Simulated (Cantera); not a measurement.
A closed system holds: 1 mol Fe, 9.2 mol CO, at 13300 Pa.

Method: chemical equilibrium by Gibbs-energy minimisation in Cantera with the NASA 1993 tables (ideal gas, pure condensed phases). Candidate condensed phases: C, Fe, Fe(CO)5, FeO, Fe2O3, Fe3O4; 15 gas species. Kinetics and transport are ignored.

log p: log10 of the partial pressure in bar; n: condensed amount in mol.

```tsv
T (K)	log p CO	log p Fe	log p CO2	log p C2O	n Fe(γ)	n Fe(δ)	n Fe(l)
1548	-0.88	-6.39	-5.11	-12.67	1.000	0	0
1598	-0.88	___	___	___	1.000	0	0
1648	-0.88	___	___	___	1.000	0	0
1698	-0.88	-5.22	-5.59	-11.46	0	1.000	0
1748	-0.88	-4.87	-5.74	-11.10	0	0.999	0
1798	-0.88	-4.54	-5.87	-10.77	0	0.998	0
1848	-0.88	-4.24	-6.00	-10.45	0	0	0.996
1898	-0.88	-3.96	-6.12	-10.15	0	0	0.992
1948	-0.88	-3.70	-6.23	-9.86	0	0	0.986
1998	-0.88	-3.45	-6.34	-9.59	0	0	0.975
```

### Question
Some entries are withheld; supply them.

### Answer

- 1598, log p Fe: -5.98
- 1598, log p CO2: -5.28
- 1598, log p C2O: -12.24
- 1648, log p Fe: -5.58
- 1648, log p CO2: -5.44
- 1648, log p C2O: -11.84
